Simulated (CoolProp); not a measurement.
A single-stage vapour-compression cycle with carbonyl sulfide: evaporating at 210.15 K (dew point), condensing at 231.15 K (bubble point), superheat 8 K, subcooling 2 K, compressor efficiency 0.65, no pressure losses. Each further row changes one setting.

The numbers come from the reference Helmholtz-energy equation of state, Lemmon 2006 in CoolProp. It is a short technical equation, of lower accuracy than the large ones.

| case | cooling COP | pressure ratio | discharge temperature (K) | refrigerating effect (kJ/kg) | volumetric capacity (kJ/m³) |
|---|---|---|---|---|---|
| as stated | 5.88 | 2.72 | 297.1 | 300 | 542 |
| evaporating temperature 215.15 K | 8.08 | 2.10 | 281.6 | 303 | 694 |
| condensing temperature 226.15 K | 7.87 | 2.18 | 279.1 | 306 | 552 |
| subcooling 7 K | 6.00 | 2.72 | 297.1 | 306 | 552 |
| superheat 18 K | 5.74 | 2.72 | 309.4 | 306 | 528 |
| compressor efficiency 0.55 | 4.98 | 2.72 | 310.1 | 300 | 542 |
